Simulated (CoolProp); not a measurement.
Isohexane at 398.77 K and 0.138 MPa is throttled through a valve to 0.0461 MPa with no heat exchange. Each further row changes one setting.

Model: reference Helmholtz-energy equation of state, Lemmon 2006, in CoolProp. It is a short technical equation, of lower accuracy than the large ones.

```csv
case,temperature change (K),final density (kg/m³)
as stated,-1.5,1.22
outlet pressure 0.0138 MPa,-2.0,0.362
outlet pressure 0.0599 MPa,-1.2,1.59
```
